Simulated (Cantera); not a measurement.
A Cantera script and its output.

```python
import numpy as np
import cantera as ct

gas = ct.Solution("gri30.yaml")
gas.TPX = 350, 320000, {'CH4': 1, 'H2': 0.089, 'O2': 4.99, 'N2': 18.7}
inlet = ct.Reservoir(gas, clone=True)
gas.equilibrate("HP")  # start burning
reactor = ct.IdealGasConstPressureReactor(gas, energy="on", clone=False)
exhaust = ct.Reservoir(gas, clone=True)
tau = [0.036, 0.021, 0.012, 0.0068, 0.0039, 0.0023, 0.0013, 0.00075, 0.00043, 0.00025, 0.00014, 8.2e-05][0]
for a, b in ((inlet, reactor), (reactor, exhaust)):
    ct.MassFlowController(a, b, mdot=lambda t: reactor.mass / tau)
net = ct.ReactorNet([reactor])
show = ['CH4', 'H2', 'O2', 'CH2CO', 'CH3', 'C2H', 'C2H6']

rows = []
print(f"{'tau/s':>10s}{'T/K':>9s}" + "".join(f"{s:>11s}" for s in show))
for tau in [0.036, 0.021, 0.012, 0.0068, 0.0039, 0.0023, 0.0013, 0.00075, 0.00043, 0.00025, 0.00014, 8.2e-05]:
    net.initial_time = 0.0
    net.advance(30 * tau)
    before = gas.X
    net.advance(40 * tau)
    drift = np.max(np.abs(gas.X - before) / (gas.X + 1e-9))
    rows.append([gas.T, *gas[show].X, drift])
    print(f"{tau:10.3e}{gas.T:9.1f}" + "".join(f"{x:11.3e}" for x in gas[show].X))
```

Output:

```
     tau/s      T/K        CH4         H2         O2      CH2CO        CH3        C2H       C2H6
 3.600e-02   1312.1  3.810e-04  1.336e-04  1.214e-01  3.475e-06  1.273e-05  9.038e-13  2.389e-06
 2.100e-02   1263.7  9.951e-04  3.542e-04  1.246e-01  9.546e-06  1.760e-05  7.172e-13  7.878e-06
 1.200e-02    350.0  4.036e-02  3.592e-03  2.014e-01  7.997e-19  3.101e-25 -7.796e-54  2.300e-18
 6.800e-03    350.0  4.036e-02  3.592e-03  2.014e-01  1.482e-22  6.158e-29  1.744e-61  4.262e-22
 3.900e-03    350.0  4.036e-02  3.592e-03  2.014e-01  9.360e-24  5.625e-30  7.900e-64  2.692e-23
 2.300e-03    350.0  4.036e-02  3.592e-03  2.014e-01  5.912e-25  1.380e-30 -2.171e-65  1.701e-24
 1.300e-03    350.0  4.036e-02  3.592e-03  2.014e-01  3.735e-26  6.664e-31 -3.161e-68  1.074e-25
 7.500e-04    350.0  4.036e-02  3.592e-03  2.014e-01  2.359e-27  3.763e-31 -3.432e-70  6.786e-27
 4.300e-04    350.0  4.036e-02  3.592e-03  2.014e-01  1.490e-28  2.154e-31 -2.796e-73  4.286e-28
 2.500e-04    350.0  4.036e-02  3.592e-03  2.014e-01  9.413e-30  1.250e-31 -7.222e-76  2.707e-29
 1.400e-04    350.0  4.036e-02  3.592e-03  2.014e-01  5.946e-31  7.028e-32  1.023e-78  1.710e-30
 8.200e-05    350.0  4.036e-02  3.592e-03  2.014e-01  3.756e-32  4.098e-32  6.513e-81  1.080e-31
```

Detailed kinetics in Cantera: GRI-Mech 3.0 (53 species, 325 reactions).
